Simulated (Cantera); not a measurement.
A closed system holds: 1 mol SiC, 0.012 mol O₂, 380 mol H₂, 0.42 mol N₂O, at 0.000200 bar.

Equilibrium computed with Cantera from the NASA thermochemical tables; the gas is ideal and each condensed phase is pure. Candidate condensed phases: C, C₆H₆, C₇H₈, C₈H₁₈, H₂O, Si, SiC, SiO₂, Si₂N₂O, Si₃N₄; 151 gas species. Mutual solubility and eutectic melting of coexisting phases are not modelled. Kinetics and transport are ignored.

Question: Which condensed phases are stable at each of these points (T (K)): 973, 1073, 1173, 1273, 1373, 1473, 1573, 1673, 1773, 1873, 1973, 2073, 2173?

Answer: 
| T (K) | condensed phases | Si condensed (%) |
|---|---|---|
| 973 | C(graphite) + SiC(s) + Si₂N₂O(s) | 100.0 |
| 1073 | C(graphite) + SiC(s) + Si₂N₂O(s) | 100.0 |
| 1173 | SiC(s) + Si₂N₂O(s) | 99.9 |
| 1273 | SiC(s) + Si₂N₂O(s) | 93.2 |
| 1373 | SiC(s) | 77.8 |
| 1473 | SiC(s) | 77.7 |
| 1573 | SiC(s) | 76.7 |
| 1673 | SiC(s) | 70.9 |
| 1773 | SiC(s) | 56.9 |
| 1873 | SiC(s) | 27.5 |
| 1973 | gas only | 0.0 |
| 2073 | gas only | 0.0 |
| 2173 | gas only | 0.0 |

From 973 K to 1073 K the condensed part is C(graphite) + SiC(s) + Si₂N₂O(s). From 1173 K to 1273 K the condensed part is SiC(s) + Si₂N₂O(s). From 1373 K to 1873 K the condensed part is SiC(s). From 1973 K to 2173 K nothing is condensed.
